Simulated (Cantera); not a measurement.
What does this Cantera script print?

```python
import numpy as np
import cantera as ct

gas_names = """
    CL CL2 H HCL H2 N NH NH2 NH3 N2 N2H2 N2H4 Si SiCL SiCL2 SiCL3 SiCL4 SiH SiHCL3 SiH2 SiH2CL2 SiH3
    SiH3CL SiH4 SiN Si2 Si2N Si3
""".split()
cond_names = """
    NH4CL(a) NH4CL(b) Si(cr) Si(L) Si3N4(a)
""".split()


# ... load() reads the species with a 1 bar reference pressure and builds the phases ...
atoms = {
    'Si2H6': {'Si': 2, 'H': 6},
    'Cl2': {'CL': 2},
    'N2': {'N': 2},
}
top_T = {'Si3N4(a)': 2400}  # K; cautious upper limits of use, not melting points


# ... equilibrate(T, P, feed) seeds the gas with the atoms and calls Mixture.equilibrate('TP', solver="vcs", rtol=1e-11, max_steps=5000) ...
results = []
feed = {'Si2H6': 1, 'Cl2': 0.0082, 'N2': 5.9}  # mol
T = 1725  # K
P = 24000  # Pa
mix = equilibrate(T, P, feed)
results.append((T, P, feed, dict(zip(mix.species_names, mix.species_moles))))
print(gas.report(threshold=0.001))
for i in range(1, mix.n_phases):
    print(f"{mix.phase(i).name:16s} {mix.phase_moles(i):12.5e} mol")
```

Output:

```
       temperature   1725 K
          pressure   24000 Pa
           density   0.029722 kg/m^3
  mean mol. weight   17.762 kg/kmol
   phase of matter   gas

                          1 kg             1 kmol
                     ---------------   ---------------
          enthalpy        2.5394e+06        4.5105e+07  J
   internal energy        1.7319e+06        3.0763e+07  J
           entropy             13474        2.3932e+05  J/K
    Gibbs function       -2.0703e+07       -3.6773e+08  J
 heat capacity c_p            1944.8             34544  J/K
 heat capacity c_v            1476.7             26229  J/K

                      mass frac. Y      mole frac. X     chem. pot. / RT
                     ---------------   ---------------   ---------------
               HCL         0.0044302         0.0021583           -39.835
                H2           0.04481            0.3948           -21.376
                N2           0.95073            0.6028           -28.386
     [  +25 minor]        3.3875e-05        0.00024448

Si(L)             0.00000e+00 mol
Si3N4(a)          6.66657e-01 mol
```

Cantera equilibrium calculation (NASA polynomials, part measured and part estimated; ideal gas, pure solids and liquids). The feed counts by its element totals alone.
